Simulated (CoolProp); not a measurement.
The fluid at 293.15 K and 0.738 MPa is throttled through a valve to 0.119 MPa with no heat exchange. The same conditions are run with several fluids, on thermodynamics alone (safety and materials aside).

The numbers come from the reference Helmholtz-energy equation of state of each fluid (R22: Kamei 1995; R13: Platzer 1990; carbon dioxide: Span 1996; hydrogen chloride: Thol 2018; methane: Setzmann 1991) in CoolProp. The equations of Platzer and Polt are older, rougher fits.

```csv
fluid,temperature change (K),final density (kg/m³)
R22,-16.2,4.57
R13,-7.8,5.31
carbon dioxide,-7.3,2.22
hydrogen chloride,-10.5,1.86
methane,-2.8,0.793
```
